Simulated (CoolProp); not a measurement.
A single-stage vapour-compression cycle with R1336mzz(Z): evaporating at 291.15 K (dew point), condensing at 354.15 K (bubble point), superheat 0 K, subcooling 2 K, compressor efficiency 0.75, no pressure losses. Each further row changes one setting.

Computed with CoolProp (reference Helmholtz-energy equation of state, McLinden 2020).

```
case                              cooling COP  pressure ratio  discharge temperature (K)  refrigerating effect (kJ/kg)  volumetric capacity (kJ/m³)
--------------------------------  -----------  --------------  -------------------------  ----------------------------  ---------------------------
as stated                                2.39            7.96                      354.1                          94.0                          366
evaporating temperature 296.15 K         2.74            6.49                      354.1                          97.8                          461
condensing temperature 349.15 K          2.73            6.96                      349.1                           101                          392
subcooling 7 K                           2.56            7.96                      354.1                           101                          392
superheat 10 K                           2.47            7.96                      356.0                           103                          384
compressor efficiency 0.65               2.07            7.96                      354.1                          94.0                          366
```

The compression ends wet for: as stated; evaporating temperature 296.15 K; condensing temperature 349.15 K; subcooling 7 K; compressor efficiency 0.65.
